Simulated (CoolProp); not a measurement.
Octamethyltrisiloxane (MDM) along the isobar 890 kPa: density (kg/m³) from the reference equation and from simpler models built on Tc = 565.4 K, pc = 1438 kPa, ω = 0.528; each cubic takes its own stable root.

Computed with CoolProp (reference Helmholtz-energy equation of state, Thol 2017).

```
T (K)   phase  reference
-----  ------  ---------
463.3  liquid      629.1
471.8  liquid      616.7
480.4  liquid      603.6
489    liquid      589.6
497.6  liquid      574.7
506.2  liquid      558.5
514.8  liquid      540.6
523.4  liquid      520.2
532    liquid      495.8
540.6     gas      71.58
549.2     gas      66.80
557.8     gas      63.12
566.4     gas      60.12
575       gas      57.61
```

Task: How far does each simpler model (van der Waals, Redlich-Kwong, Soave-Redlich-Kwong, Peng-Robinson) lie from the reference over these 14 states: mean and median of the absolute difference, and the worst?

Result: 
- van der Waals: mean 41.7 %, median 41.2 %, worst -86.7 % at 523.4 K and 890 kPa
- Redlich-Kwong: mean 22.6 %, median 17.9 %, worst -85.6 % at 532 K and 890 kPa
- Soave-Redlich-Kwong: mean 8.1 %, median 9.8 %, worst -16.2 % at 532 K and 890 kPa
- Peng-Robinson: mean 2.0 %, median 1.9 %, worst -5.3 % at 532 K and 890 kPa

At some of these states van der Waals, Redlich-Kwong gives the other phase, because its saturation line lies elsewhere.
